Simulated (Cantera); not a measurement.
Charge: 1 mol HMDSO, 0.14 mol CO₂, 25 mol H₂, equilibrated at 2098.15 K and 46.0 mbar.

Method: chemical equilibrium by Gibbs-energy minimisation in Cantera with the NASA 1993 tables (ideal gas, pure condensed phases). Candidate condensed phases: C, C₆H₆, C₇H₈, C₈H₁₈, H₂O, Si, SiC, SiO₂; 123 gas species. The feed counts by its element totals alone. Gases not in the tables: Si₂H₆ and higher silanes. Rates play no part.

Base state: H₂ 0.948, CO 0.0356, H 0.0140, C₂H₂ (acetylene) 0.00135, SiO 0.000412, Si 0.000220, SiH 2.51e-5, SiC₂ 1.41e-5 (mole fractions); condensed: C(graphite) + SiC(s).

Q: What changes in the equilibrium state with this change: pressure from 46.0 mbar to 0.150 bar?

A: 
```csv
species,before,after
H₂,0.948,0.955
CO,0.0356,0.0357
H,0.0140,0.00777
Si,0.000220,6.76e-5
SiO,0.000412,0.000413
CH₄,1.37e-5,4.53e-5
SiC₂,1.41e-5,4.32e-6
"C(graphite), mol",2.80,2.79
"SiC(s), mol",1.98,1.98
```
